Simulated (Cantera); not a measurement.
**Premixed flame**

A freely propagating, adiabatic, planar premixed flame of 17.9 % H2, 17.2 % O2, 64.9 % N2, unburnt at 450 K and 1.00 bar; mixture-averaged transport, grid criteria slope 0.08 and curve 0.16, no radiation.

Model: the H2/O2 subset of GRI-Mech 3.0, which has no nitrogen chemistry, integrated in Cantera. Burning velocities carry a grid error of a few per cent, more on coarse grids. Lean hydrogen flames are cellular in practice and burn faster than this planar one.

```json
[
 {"z (mm)": "-1.21", "T (K)": "450", "u (m/s)": "1.39", "x H2": "0.179", "x O2": "0.172", "x H2O": "2.18e-7", "x O": "<1e-8", "x OH": "<1e-8", "x HO2": "<1e-8"},
 {"z (mm)": "-0.804", "T (K)": "450", "u (m/s)": "1.38", "x H2": "0.178", "x O2": "0.173", "x H2O": "4.62e-6", "x O": "<1e-8", "x OH": "<1e-8", "x HO2": "6.89e-8"},
 {"z (mm)": "-0.603", "T (K)": "451", "u (m/s)": "1.38", "x H2": "0.175", "x O2": "0.173", "x H2O": "3.33e-5", "x O": "<1e-8", "x OH": "<1e-8", "x HO2": "5.90e-7"},
 {"z (mm)": "-0.402", "T (K)": "456", "u (m/s)": "1.38", "x H2": "0.166", "x O2": "0.175", "x H2O": "0.000344", "x O": "6.90e-8", "x OH": "<1e-8", "x HO2": "7.72e-6"},
 {"z (mm)": "-0.201", "T (K)": "558", "u (m/s)": "1.64", "x H2": "0.131", "x O2": "0.177", "x H2O": "0.0108", "x O": "9.25e-6", "x OH": "4.73e-5", "x HO2": "0.000282"},
 {"z (mm)": "-0.100", "T (K)": "819", "u (m/s)": "2.35", "x H2": "0.0929", "x O2": "0.167", "x H2O": "0.0447", "x O": "0.000250", "x OH": "0.000497", "x HO2": "0.000238"},
 {"z (mm)": "0", "T (K)": "1137", "u (m/s)": "3.23", "x H2": "0.0508", "x O2": "0.140", "x H2O": "0.0996", "x O": "0.00214", "x OH": "0.00169", "x HO2": "0.000125"},
 {"z (mm)": "0.100", "T (K)": "1364", "u (m/s)": "3.86", "x H2": "0.0215", "x O2": "0.113", "x H2O": "0.145", "x O": "0.00498", "x OH": "0.00411", "x HO2": "7.68e-5"},
 {"z (mm)": "0.201", "T (K)": "1495", "u (m/s)": "4.23", "x H2": "0.00980", "x O2": "0.100", "x H2O": "0.166", "x O": "0.00591", "x OH": "0.00578", "x HO2": "5.45e-5"},
 {"z (mm)": "0.402", "T (K)": "1620", "u (m/s)": "4.57", "x H2": "0.00447", "x O2": "0.0944", "x H2O": "0.178", "x O": "0.00457", "x OH": "0.00637", "x HO2": "3.48e-5"},
 {"z (mm)": "0.804", "T (K)": "1706", "u (m/s)": "4.79", "x H2": "0.00215", "x O2": "0.0934", "x H2O": "0.185", "x O": "0.00228", "x OH": "0.00521", "x HO2": "1.86e-5"},
 {"z (mm)": "1.61", "T (K)": "1750", "u (m/s)": "4.91", "x H2": "0.000787", "x O2": "0.0935", "x H2O": "0.188", "x O": "0.000830", "x OH": "0.00339", "x HO2": "7.70e-6"},
 {"z (mm)": "3.22", "T (K)": "1768", "u (m/s)": "4.95", "x H2": "0.000236", "x O2": "0.0939", "x H2O": "0.190", "x O": "0.000252", "x OH": "0.00192", "x HO2": "2.73e-6"}
]
```
x: mole fraction of selected species; z is measured from the peak of heat release.

```
Property                    Result
------------------------  --------
laminar burning velocity  139 cm/s
thermal thickness         0.402 mm
peak x(O)                  0.00591
peak x(OH)                 0.00641
peak x(HO2)               0.000326
grid points                    109
```
